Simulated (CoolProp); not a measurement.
Model: reference Helmholtz-energy equation of state, Thol 2022, in CoolProp.

Question: For vinyl chloride, give the phase and the density (kg/m³), cp (kJ/(kg K)), Joule-Thomson coefficient (K/MPa), isothermal compressibility (1/MPa) at 251.2 K and 0.149 MPa; 303.5 K and 31.4 MPa.

Answer: 
- 251.2 K and 0.149 MPa: liquid; density 984, cp 1.48, Joule-Thomson coefficient -0.379, isothermal compressibility 0.00140
- 303.5 K and 31.4 MPa: liquid; density 945, cp 1.45, Joule-Thomson coefficient -0.389, isothermal compressibility 0.00150
